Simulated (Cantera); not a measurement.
An adiabatic, constant-pressure homogeneous reactor starts with 22.6 % CO, 10.9 % H2, 14.0 % O2, 52.5 % N2, at 1550 K and 520000 Pa.

Detailed kinetics in Cantera: GRI-Mech 3.0 (53 species, 325 reactions). The hydrogen kinetics of GRI-Mech 3.0 are dated; newer H2 mechanisms differ, most at raised pressure.

One state of this run: T (K) = 2954; x CO = 0.116; x H2 = 0.0113; x O2 = 0.0210; x H2O = 0.0972; x OH = 0.0177; x H = 0.00644. x: mole fraction; the columns are a selection and need not sum to one.

Task: Which value of t (s) does it belong to?
A) 3.35e-6
B) 1.00e-6
C) 1.12e-5
D) 0.000422

Result: D, 0.000422
